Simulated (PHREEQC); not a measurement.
Make-up at 20 °C: 0.0013 mol H2S per kg of water. Closed to the air; pH follows from the charge balance.

Computed with PHREEQC (ion-association model, phreeqc.dat).

No solid was allowed to form.

Q: Predict the pH, ionic strength.

A: pH 4.95; ionic strength 1.13e-5 mol/kgw.
